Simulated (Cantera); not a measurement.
Input (Python, Cantera):

```python
import numpy as np
import cantera as ct

gas = ct.Solution("gri30.yaml")
gas.TPX = 1725, 101325, {'CH4': 1, 'N2': 2.5, 'H2O': 0.092}
reactor = ct.IdealGasConstPressureReactor(gas, energy="off", clone=False)
net = ct.ReactorNet([reactor])
net.rtol, net.atol = 1e-08, 1e-18
show = ['CH4', 'HCN', 'C2H6', 'CH3', 'C2H2', 'C2H', 'CH2']
times = np.geomspace(1e-05, 2, 15)

steps = ct.SolutionArray(gas, extra=["t"])
rows = []
print(f"{'t/s':>10s}{'T/K':>9s}{'P/Pa':>11s}" + "".join(f"{s:>11s}" for s in show))
for t in times:
    while net.time < t:
        t_next = net.step()
        steps.append(gas.state, t=t_next)
    rows.append([np.interp(t, steps.t, y) for y in (steps.T, steps.P, *steps(*show).X.T)])
    print(f"{t:10.3e}{rows[-1][0]:9.1f}{rows[-1][1]:11.4g}" + "".join(f"{x:11.3e}" for x in rows[-1][2:]))
rate = np.gradient(steps.T, steps.t)
print("integrator steps:", len(steps.t))
if steps.T.max() > steps.T[0] + 200:
    print(f"time of steepest temperature rise: {steps.t[rate.argmax()]:.4e} s")
gas.TPX = 1725, 101325, {'CH4': 1, 'N2': 2.5, 'H2O': 0.092}
gas.equilibrate("TP")
print(f"equilibrium (TP): T = {gas.T:.1f} K  " + "  ".join(f"{s} {gas[s].X[0]:.3e}" for s in show))
```

Result:

```
       t/s      T/K       P/Pa        CH4        HCN       C2H6        CH3       C2H2        C2H        CH2
 1.000e-05   1725.0  1.013e+05  2.783e-01  3.993e-14  3.637e-07  1.152e-04  1.414e-10  4.862e-17  2.617e-09
 2.391e-05   1725.0  1.013e+05  2.781e-01  3.207e-13  4.573e-06  2.685e-04  5.769e-09  3.214e-15  1.355e-08
 5.719e-05   1725.0  1.013e+05  2.776e-01  2.583e-12  4.656e-05  5.695e-04  2.179e-07  2.190e-13  5.860e-08
 1.368e-04   1725.0  1.013e+05  2.760e-01  1.900e-11  2.816e-04  9.915e-04  6.635e-06  1.155e-11  1.710e-07
 3.270e-04   1725.0  1.013e+05  2.704e-01  1.636e-10  9.010e-04  1.504e-03  1.498e-04  4.009e-10  3.826e-07
 7.820e-04   1725.0  1.013e+05  2.507e-01  1.640e-09  1.421e-03  1.805e-03  2.436e-03  7.270e-09  5.768e-07
 1.870e-03   1725.0  1.013e+05  2.095e-01  9.090e-09  8.316e-04  1.406e-03  1.670e-02  3.897e-08  4.308e-07
 4.472e-03   1725.0  1.013e+05  1.574e-01  2.753e-08  3.642e-04  9.628e-04  4.236e-02  8.395e-08  2.798e-07
 1.069e-02   1725.0  1.013e+05  1.028e-01  6.546e-08  1.393e-04  6.150e-04  6.625e-02  1.252e-07  1.830e-07
 2.557e-02   1725.0  1.013e+05  5.645e-02  1.324e-07  4.156e-05  3.458e-04  8.494e-02  1.626e-07  1.122e-07
 6.116e-02   1725.0  1.013e+05  2.696e-02  2.320e-07  1.003e-05  1.723e-04  9.587e-02  1.905e-07  6.372e-08
 1.462e-01   1725.0  1.013e+05  1.330e-02  3.656e-07  2.760e-06  8.765e-05  9.947e-02  2.034e-07  3.667e-08
 3.497e-01   1725.0  1.013e+05  8.865e-03  5.577e-07  1.407e-06  5.849e-05  9.811e-02  2.007e-07  2.445e-08
 8.363e-01   1725.0  1.013e+05  7.313e-03  8.774e-07  1.047e-06  4.755e-05  9.508e-02  1.916e-07  1.771e-08
 2.000e+00   1725.0  1.013e+05  6.487e-03  1.482e-06  8.892e-07  4.181e-05  9.338e-02  1.866e-07  1.423e-08
integrator steps: 1681
equilibrium (TP): T = 1725.0 K  CH4 4.664e-03  HCN 9.098e-02  C2H6 4.626e-07  CH3 2.993e-05  C2H2 4.892e-02  C2H 9.729e-08  CH2 1.001e-08
```

Cantera simulation using GRI-Mech 3.0 (53 species, 325 reactions); the numbers are that mechanism's predictions, not measurements. GRI-Mech 3.0 stops at C3 and has no aromatics, soot or wall deposition, so with more carbon than oxygen in the feed, carbon stays in small species such as C2H2 where larger ones or solid carbon would form.
